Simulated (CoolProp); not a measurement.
Properties of n-pentane along the isobar 1.01 bar (Tc = 469.7 K, pc = 33.68 bar, ω = 0.251).

Values from CoolProp's reference Helmholtz-energy equation of state, Thol 2019.

```csv
T (K),phase,Z,expansivity (1/kK),viscosity (µPa s),Prandtl number
325.6,gas,0.9635,3.483,7.30,0.770
352.3,gas,0.9723,3.120,7.93,0.758
379.1,gas,0.9785,2.837,8.56,0.748
405.9,gas,0.9830,2.609,9.18,0.739
432.6,gas,0.9863,2.421,9.80,0.732
459.4,gas,0.9888,2.261,10.4,0.726
486.2,gas,0.9908,2.122,11.0,0.721
512.9,gas,0.9924,2.002,11.6,0.717
539.7,gas,0.9936,1.895,12.2,0.713
566.5,gas,0.9946,1.800,12.8,0.709
593.2,gas,0.9955,1.715,13.3,0.706
620,gas,0.9962,1.637,13.9,0.703
```

Viscosity comes from a separate model (Quiñones-Cisneros 2006), older than the equation that it now runs on, and unchecked against measurements. Thermal conductivity comes from a separate model (Vassiliou 2015).
